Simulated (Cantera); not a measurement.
Cantera run:

```python
import numpy as np
import cantera as ct

gas_names = """
    CL CL2 H HCL H2 N NH NH2 NH3 N2 N2H2 N2H4 Si SiCL SiCL2 SiCL3 SiCL4 SiH SiHCL3 SiH2 SiH2CL2 SiH3
    SiH3CL SiH4 SiN Si2 Si2N Si3
""".split()
cond_names = """
    NH4CL(a) NH4CL(b) Si(cr) Si(L) Si3N4(a)
""".split()


# ... load() reads the species with a 1 bar reference pressure and builds the phases ...
atoms = {
    'Si2Cl6': {'Si': 2, 'CL': 6},
    'N2': {'N': 2},
    'H2': {'H': 2},
}
top_T = {'Si3N4(a)': 2400}  # K; cautious upper limits of use, not melting points


# ... equilibrate(T, P, feed) seeds the gas with the atoms and calls Mixture.equilibrate('TP', solver="vcs", rtol=1e-11, max_steps=5000) ...
results = []
feed = {'Si2Cl6': 1, 'N2': 1.2, 'H2': 0.63}  # mol
for P in [5, 13, 36, 98, 260, 710, 1900, 5100, 14000, 37000, 100000]:
    for T in [1100, 1200, 1300, 1400, 1500, 1600, 1700, 1800, 1900]:
        mix = equilibrate(T, P, feed)
        results.append((T, P, feed, dict(zip(mix.species_names, mix.species_moles))))

for T, P, feed, n in results:
    print(f"{T:7g} {P:10.4g}  " + (" + ".join(c for c in cond_names if n.get(c, 0) > 1e-12) or "gas only"))
```

It prints:

```
   1100          5  Si3N4(a)
   1200          5  Si3N4(a)
   1300          5  gas only
   1400          5  gas only
   1500          5  gas only
   1600          5  gas only
   1700          5  gas only
   1800          5  gas only
   1900          5  gas only
   1100         13  Si3N4(a)
   1200         13  Si3N4(a)
   1300         13  gas only
   1400         13  gas only
   1500         13  gas only
   1600         13  gas only
   1700         13  gas only
   1800         13  gas only
   1900         13  gas only
   1100         36  Si3N4(a)
   1200         36  Si3N4(a)
   1300         36  Si3N4(a)
   1400         36  gas only
   1500         36  gas only
   1600         36  gas only
   1700         36  gas only
   1800         36  gas only
   1900         36  gas only
   1100         98  Si3N4(a)
   1200         98  Si3N4(a)
   1300         98  Si3N4(a)
   1400         98  gas only
   1500         98  gas only
   1600         98  gas only
   1700         98  gas only
   1800         98  gas only
   1900         98  gas only
   1100        260  Si3N4(a)
   1200        260  Si3N4(a)
   1300        260  Si3N4(a)
   1400        260  Si3N4(a)
   1500        260  gas only
   1600        260  gas only
   1700        260  gas only
   1800        260  gas only
   1900        260  gas only
   1100        710  Si3N4(a)
   1200        710  Si3N4(a)
   1300        710  Si3N4(a)
   1400        710  Si3N4(a)
   1500        710  gas only
   1600        710  gas only
   1700        710  gas only
   1800        710  gas only
   1900        710  gas only
   1100       1900  Si3N4(a)
   1200       1900  Si3N4(a)
   1300       1900  Si3N4(a)
   1400       1900  Si3N4(a)
   1500       1900  Si3N4(a)
   1600       1900  gas only
   1700       1900  gas only
   1800       1900  gas only
   1900       1900  gas only
   1100       5100  Si3N4(a)
   1200       5100  Si3N4(a)
   1300       5100  Si3N4(a)
   1400       5100  Si3N4(a)
   1500       5100  Si3N4(a)
   1600       5100  gas only
   1700       5100  gas only
   1800       5100  gas only
   1900       5100  gas only
   1100    1.4e+04  Si3N4(a)
   1200    1.4e+04  Si3N4(a)
   1300    1.4e+04  Si3N4(a)
   1400    1.4e+04  Si3N4(a)
   1500    1.4e+04  Si3N4(a)
   1600    1.4e+04  Si3N4(a)
   1700    1.4e+04  gas only
   1800    1.4e+04  gas only
   1900    1.4e+04  gas only
   1100    3.7e+04  Si3N4(a)
   1200    3.7e+04  Si3N4(a)
   1300    3.7e+04  Si3N4(a)
   1400    3.7e+04  Si3N4(a)
   1500    3.7e+04  Si3N4(a)
   1600    3.7e+04  Si3N4(a)
   1700    3.7e+04  Si3N4(a)
   1800    3.7e+04  gas only
   1900    3.7e+04  gas only
   1100      1e+05  Si3N4(a)
   1200      1e+05  Si3N4(a)
   1300      1e+05  Si3N4(a)
   1400      1e+05  Si3N4(a)
   1500      1e+05  Si3N4(a)
   1600      1e+05  Si3N4(a)
   1700      1e+05  Si3N4(a)
   1800      1e+05  Si3N4(a)
   1900      1e+05  gas only
```

Method: chemical equilibrium by Gibbs-energy minimisation in Cantera with the NASA 1993 tables (ideal gas, pure condensed phases). The feed counts by its element totals alone. N2 is the only nitrogen source here; it is nearly inert below about 1500 K, so the nitride shown seldom forms there in practice. The tables' values for SiCl3 are old estimates.
